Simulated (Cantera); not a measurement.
Charge: 1 mol Si, 3.1 mol HCl, 10 mol H2, equilibrated at 130000 Pa.

Cantera equilibrium calculation (NASA polynomials, part measured and part estimated; ideal gas, pure solids and liquids). Candidate condensed phases: Si; 19 gas species. The tables' values for SiCl3 are old estimates; treat these amounts as uncertain. Kinetics and transport are ignored.

x: gas mole fraction; n: condensed amount in mol.

| T (°C) | x H2 | x HCl | x SiCl2 | x SiCl4 | x SiHCl3 | n Si(s) |
|---|---|---|---|---|---|---|
| 227 | 0.927 | 1.52e-6 | <1e-12 | 0.0364 | 0.0354 | 0.110 |
| 327 | 0.927 | 2.78e-5 | 3.67e-10 | 0.0371 | 0.0341 | 0.111 |
| 427 | 0.927 | 0.000219 | 3.69e-8 | 0.0379 | 0.0328 | 0.114 |
| 527 | 0.927 | ? | ? | 0.0384 | 0.0316 | 0.118 |
| 627 | 0.925 | 0.00334 | 1.64e-5 | 0.0385 | 0.0303 | 0.128 |
| 727 | 0.922 | 0.00853 | 0.000134 | 0.0379 | 0.0288 | 0.146 |
| 827 | 0.915 | 0.0181 | 0.000729 | 0.0359 | 0.0267 | 0.175 |
| 927 | 0.903 | 0.0330 | 0.00285 | 0.0317 | 0.0236 | 0.212 |
| 1027 | 0.887 | 0.0527 | 0.00836 | 0.0249 | 0.0191 | 0.246 |
| 1127 | 0.867 | 0.0741 | 0.0187 | 0.0162 | 0.0134 | 0.261 |
| 1227 | 0.850 | ? | ? | ? | ? | 0.253 |
| 1327 | 0.838 | 0.103 | 0.0436 | 0.00329 | 0.00387 | 0.233 |

Question: What belongs in the gaps?

Answer: 
- 527, x HCl: 0.00102
- 527, x SiCl2: 1.15e-6
- 1227, x HCl: 0.0920
- 1227, x SiCl2: 0.0320
- 1227, x SiCl4: 0.00817
- 1227, x SiHCl3: 0.00781
